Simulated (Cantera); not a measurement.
Feed: 1 mol B₂O₃, 11 mol H₂, 9.5 mol N₂, held at 1948 K.

Equilibrium computed with Cantera from the NASA thermochemical tables; the gas is ideal and each condensed phase is pure. Candidate condensed phases: B, BN, B₂O₃, B₃O₃H₃, H₂O; 39 gas species. Equilibrium is a limit: real reactors are often held back by kinetics, nucleation or transport.

**Question.** At 0.000320 bar, list the 5 most abundant gas species with their mole fractions, and the condensed phases.

**Answer.** H₂ 0.451, N₂ 0.428, H 0.0424, HBO₂ 0.0254, BO 0.0187. Condensed: gas only.
